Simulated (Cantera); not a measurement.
# Carbon deposition, reforming and gasification: CO + O2 + H2

Input: 1 mol CO, 0.28 mol O2, a varied amount of H2, equilibrated at 252 °C and 1.33 mbar.

Equilibrium computed with Cantera from the NASA thermochemical tables; the gas is ideal and each condensed phase is pure. Candidate condensed phases: C, C6H6, C7H8, C8H18, H2O; 110 gas species. Equilibrium is a limit: real reactors are often held back by kinetics, nucleation or transport.

From 1.5 mol H2 to 3.5 mol H2 the condensed part is C(graphite). From 5.4 mol H2 to 23 mol H2 nothing is condensed. The main C-bearing gas is CO2 at 1.5 mol H2 and CH4 at 23 mol H2.

```
n(H2) (mol)   x H2   x H2O     x CO2   x CH4      x CO  n C(graphite)
-----------  -----  ------  --------  ------  --------  -------------
1.5          0.248   0.447     0.222  0.0813   0.00142          0.468
3.5          0.377   0.369    0.0653   0.188  0.000768          0.208
5.4          0.477   0.304    0.0184   0.200  0.000333              0
7.4          0.609   0.236   0.00318   0.152   9.43e-5              0
9.4          0.698   0.184  0.000869   0.118   3.80e-5              0
11           0.745   0.155  0.000402  0.0995   2.22e-5              0
13           0.787   0.130  0.000188  0.0831   1.31e-5              0
15           0.817   0.111  0.000102  0.0713   8.64e-6              0
17           0.840  0.0974   6.15e-5  0.0624   6.10e-6              0
19           0.858  0.0866   3.98e-5  0.0555   4.53e-6              0
21           0.872  0.0779   2.72e-5  0.0500   3.49e-6              0
23           0.884  0.0709   1.94e-5  0.0454   2.78e-6              0
```
x: gas mole fraction; n: condensed amount in mol.
